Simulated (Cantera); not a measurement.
A Cantera script and its output.

```python
import numpy as np
import cantera as ct

gas = ct.Solution("gri30.yaml")
gas.TPX = 523, 500000, {'C2H4': 1, 'O2': 7.32, 'N2': 27.5, 'H2O': 1.1}
inlet = ct.Reservoir(gas, clone=True)
gas.equilibrate("HP")  # start burning
reactor = ct.IdealGasConstPressureReactor(gas, energy="on", clone=False)
exhaust = ct.Reservoir(gas, clone=True)
tau = [0.031, 0.017, 0.0092, 0.005, 0.0027, 0.0015, 0.00081, 0.00044, 0.00024, 0.00013, 7.1e-05, 3.9e-05, 2.1e-05][0]
for a, b in ((inlet, reactor), (reactor, exhaust)):
    ct.MassFlowController(a, b, mdot=lambda t: reactor.mass / tau)
net = ct.ReactorNet([reactor])
show = ['C2H4', 'O2', 'H2O', 'CH4', 'C2H6', 'NO']

rows = []
print(f"{'tau/s':>10s}{'T/K':>9s}" + "".join(f"{s:>11s}" for s in show))
for tau in [0.031, 0.017, 0.0092, 0.005, 0.0027, 0.0015, 0.00081, 0.00044, 0.00024, 0.00013, 7.1e-05, 3.9e-05, 2.1e-05]:
    net.initial_time = 0.0
    net.advance(30 * tau)
    before = gas.X
    net.advance(40 * tau)
    drift = np.max(np.abs(gas.X - before) / (gas.X + 1e-9))
    rows.append([gas.T, *gas[show].X, drift])
    print(f"{tau:10.3e}{gas.T:9.1f}" + "".join(f"{x:11.3e}" for x in gas[show].X))
```

Result:

```
     tau/s      T/K       C2H4         O2        H2O        CH4       C2H6         NO
 3.100e-02   1545.2  1.755e-05  1.172e-01  8.374e-02  2.085e-07  1.342e-10  2.108e-06
 1.700e-02   1542.6  2.585e-05  1.173e-01  8.367e-02  3.121e-07  3.353e-10  2.058e-06
 9.200e-03   1538.6  3.836e-05  1.176e-01  8.358e-02  4.782e-07  8.439e-10  1.878e-06
 5.000e-03   1532.4  5.701e-05  1.179e-01  8.345e-02  7.561e-07  2.111e-09  1.578e-06
 2.700e-03   1522.5  8.635e-05  1.184e-01  8.326e-02  1.285e-06  5.495e-09  1.197e-06
 1.500e-03   1506.8  1.332e-04  1.194e-01  8.298e-02  2.390e-06  1.502e-08  8.150e-07
 8.100e-04   1474.0  2.397e-04  1.214e-01  8.242e-02  6.075e-06  6.150e-08  4.124e-07
 4.400e-04    523.0  2.709e-02  1.983e-01  2.979e-02 -6.691e-19 -4.111e-20 -1.945e-24
 2.400e-04    523.0  2.709e-02  1.983e-01  2.979e-02 -1.185e-21 -7.281e-23 -3.445e-27
 1.300e-04    523.0  2.709e-02  1.983e-01  2.979e-02 -7.486e-23 -4.599e-24 -2.176e-28
 7.100e-05    523.0  2.709e-02  1.983e-01  2.979e-02 -4.728e-24 -2.905e-25 -1.375e-29
 3.900e-05    523.0  2.709e-02  1.983e-01  2.979e-02 -2.987e-25 -1.835e-26 -8.683e-31
 2.100e-05    523.0  2.709e-02  1.983e-01  2.979e-02 -1.886e-26 -1.159e-27 -5.485e-32
```

Computed with Cantera and GRI-Mech 3.0 (53 species, 325 reactions). GRI-Mech 3.0 was tuned for natural gas; its chemistry of ethylene as a main component is partial and can be far from experiment.
